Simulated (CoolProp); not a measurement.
The fluid at 354.29 K and 0.0144 MPa flows at 0.23 m/s in a round tube of 2 mm bore and 1.5 µm roughness, fully developed (64/Re and Nu = 3.66 if laminar; Colebrook and Gnielinski if turbulent). The same conditions are run with several fluids, on thermodynamics alone (safety and materials aside).

The numbers come from the reference Helmholtz-energy equation of state of each fluid (n-heptane: Span 2003; R134a: Tillner-Roth 1994; CH2F2 (R32): Tillner-Roth 1997; isobutane: Bücker 2006) in CoolProp.

**Question.** Rank n-heptane, R134a, CH2F2 (R32), isobutane by Reynolds number, highest first.

**Answer.** n-heptane (32.8), R134a (16.4), isobutane (14.8), CH2F2 (R32) (7.39)

| fluid | Darcy friction factor | pressure drop (Pa/m) | heat-transfer coefficient (W/(m² K)) | mass flow (kg/h) |
|---|---|---|---|---|
| n-heptane | 1.95 | 12.8 | 31.0 | 0.00129 |
| R134a | 3.90 | 25.7 | 32.7 | 0.00130 |
| CH2F2 (R32) | 8.66 | 29.2 | 33.3 | 0.000662 |
| isobutane | 4.33 | 16.3 | 42.4 | 0.000741 |

Transport values come from each fluid's own correlations; those of R134a, CH2F2 (R32) are estimates that may be off by 10 % or more.
